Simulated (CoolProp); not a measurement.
Vapour-liquid equilibrium of propylene (1) + R22 (2) at 0.0211 MPa; x and y are mole fractions of (1).

Values from CoolProp's multi-fluid Helmholtz-energy mixture model, Lemmon 2013 and Kamei 1995; pair parameters Bell 2016.

```csv
x,"bubble temperature, mixture model (°C)","bubble temperature, Raoult's law (°C)","y, mixture model","y, Raoult's law"
0.05,-70.7,-70.0,0.116,0.076
0.2,-73.1,-71.2,0.352,0.284
0.35,-74.7,-72.5,0.503,0.462
0.5,-75.7,-73.6,0.618,0.617
0.65,-76.4,-74.7,0.721,0.751
0.8,-76.8,-75.7,0.827,0.867
0.95,-77.0,-76.7,0.951,0.969
```

The largest gap from Raoult's law is -2.2 K in bubble temperature, at x = 0.35. No azeotrope shows between x = 0.05 and 0.95.

The pair parameters rest on a limited set of measurements; away from them the model extrapolates.
